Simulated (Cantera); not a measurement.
# Pyrogenic steam for wet oxidation

A perfectly stirred reactor is fed with H2 : O2 : N2 = 0.32 : 1 : 4.7 (molar parts), at 48000 Pa; it is held at 1375 K, and followed from long to short residence time.

Computed with Cantera and GRI-Mech 3.0 (53 species, 325 reactions). The temperature is held fixed by assumption; the heat of reaction is taken as removed at once.

```json
[
 {"τ (s)": "7.9", "x H2": "6.58e-6", "x O2": "0.143", "x H2O2": "2.59e-8", "x NO": "1.97e-6", "x N2O": "4.20e-7", "x HO2": "2.80e-7"},
 {"τ (s)": "2.6", "x H2": "1.37e-5", "x O2": "0.143", "x H2O2": "4.61e-8", "x NO": "1.95e-6", "x N2O": "5.88e-7", "x HO2": "5.56e-7"},
 {"τ (s)": "0.84", "x H2": "2.88e-5", "x O2": "0.143", "x H2O2": "8.01e-8", "x NO": "1.64e-6", "x N2O": "6.87e-7", "x HO2": "1.10e-6"},
 {"τ (s)": "0.28", "x H2": "5.88e-5", "x O2": "0.143", "x H2O2": "1.33e-7", "x NO": "1.23e-6", "x N2O": "6.81e-7", "x HO2": "2.08e-6"},
 {"τ (s)": "0.090", "x H2": "0.000122", "x O2": "0.143", "x H2O2": "2.15e-7", "x NO": "8.80e-7", "x N2O": "5.99e-7", "x HO2": "3.81e-6"},
 {"τ (s)": "0.029", "x H2": "0.000250", "x O2": "0.143", "x H2O2": "3.35e-7", "x NO": "7.09e-7", "x N2O": "4.85e-7", "x HO2": "6.49e-6"},
 {"τ (s)": "0.0096", "x H2": "0.000494", "x O2": "0.143", "x H2O2": "4.97e-7", "x NO": "7.65e-7", "x N2O": "3.74e-7", "x HO2": "1.00e-5"},
 {"τ (s)": "0.0031", "x H2": "0.000977", "x O2": "0.142", "x H2O2": "7.14e-7", "x NO": "1.11e-6", "x N2O": "2.74e-7", "x HO2": "1.41e-5"},
 {"τ (s)": "0.0010", "x H2": "0.00190", "x O2": "0.142", "x H2O2": "9.70e-7", "x NO": "1.76e-6", "x N2O": "1.93e-7", "x HO2": "1.80e-5"}
]
```
x: mole fraction; the columns are a selection and need not sum to one.
